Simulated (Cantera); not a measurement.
Feed: 1 mol B2O3, 2.6 mol H2O, 180 mol N2, equilibrated at 0.000150 bar.

Method: chemical equilibrium by Gibbs-energy minimisation in Cantera with the NASA 1993 tables (ideal gas, pure condensed phases). Candidate condensed phases: B, BN, B2O3, B3O3H3, H2O; 39 gas species. Rates play no part.

log p: log10 of the partial pressure in bar; nothing condenses.

| T (K) | log p N2 | log p H | log p O | log p HBO2 | log p BO |
|---|---|---|---|---|---|
| 1550 | -3.83 | -8.20 | -9.03 | -5.83 | (withheld) |
| 1650 | -3.83 | -7.57 | -8.34 | -5.84 | (withheld) |
| 1750 | -3.83 | -7.03 | -7.74 | -5.86 | (withheld) |
| 1850 | -3.83 | -6.55 | -7.20 | -5.90 | (withheld) |
| 1950 | -3.84 | -6.15 | -6.74 | -5.97 | (withheld) |
| 2050 | -3.84 | -5.83 | -6.34 | -6.12 | (withheld) |
| 2150 | -3.84 | -5.61 | -6.03 | -6.40 | (withheld) |
| 2250 | -3.85 | -5.48 | -5.80 | -6.91 | (withheld) |
| 2350 | -3.85 | -5.42 | -5.67 | -7.64 | (withheld) |

Question: Fill in the missing entries.

Answer: 
- 1550, log p BO: -9.90
- 1650, log p BO: -9.10
- 1750, log p BO: -8.38
- 1850, log p BO: -7.75
- 1950, log p BO: -7.17
- 2050, log p BO: -6.66
- 2150, log p BO: -6.25
- 2250, log p BO: -5.99
- 2350, log p BO: -5.87
